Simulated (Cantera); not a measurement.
Charge: 1 mol BN, 2.3 mol N2, held at 1875 °C and 0.100 bar.

Method: chemical equilibrium by Gibbs-energy minimisation in Cantera with the NASA 1993 tables (ideal gas, pure condensed phases). Candidate condensed phases: B, BN; 5 gas species. Rates play no part.

Base state: N2 1.000 (mole fractions); condensed: BN(s).

### Question
What changes in the equilibrium state with this change: temperature from 1875 °C to 2727 °C?

### Answer
| species | before | after |
|---|---|---|
| N2 | 1.000 | 0.951 |
| B | 1.26e-6 | 0.0462 |
| BN | 3.05e-7 | 0.00271 |
| B2 | <1e-9 | 4.36e-5 |
| N | 2.09e-8 | 4.29e-5 |
| BN(s), mol | 1.000 | 0 |
| B(l), mol | 0 | 0.856 |
